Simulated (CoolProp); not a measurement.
Values from CoolProp's reference Helmholtz-energy equation of state, Span 1996.

**Question.** For carbon dioxide, give the phase and the density (kg/m³), cv (kJ/(kg K)), viscosity (µPa s), Prandtl number at 121.25 °C and 4.61 MPa; 121.25 °C and 9.22 MPa.

**Answer.** 
- 121.25 °C and 4.61 MPa: gas; density 67.9, cv 0.783, viscosity 20.3, Prandtl number 0.821
- 121.25 °C and 9.22 MPa: supercritical; density 151, cv 0.823, viscosity 21.9, Prandtl number 0.933

Viscosity comes from a separate model (Laesecke 2017). Thermal conductivity comes from a separate model (Huber 2016).
